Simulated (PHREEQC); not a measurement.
Consider water at 52 °C with 0.29 mol MgCl2, 0.02 mol NaHCO3 and 0.00035 mol NaCl per kg of water. Closed to the air; pH follows from the charge balance.

Computed with PHREEQC (ion-association model, wateq4f.dat).

This is a speciation only: nothing precipitates in the calculation.

**Question.** Order these C species by the share of C that they hold, largest first: MgHCO3+, CO2, NaHCO3, HCO3-, MgCO3.

**Answer.** MgHCO3+ (51 %), HCO3- (43 %), CO2 (3.1 %), MgCO3 (2.6 %), NaHCO3 (0.18 %)

The pH is 7.17 and the ionic strength 0.869 mol/kgw. The solution is supersaturated, for example in Magnesite (slow to form), so a real one may precipitate; this is no full list. Ionic strength above about 0.7 mol/kgw puts this run outside the model's range. At this temperature some constants are extrapolated from 25 °C, and those without enthalpy data are left unchanged.
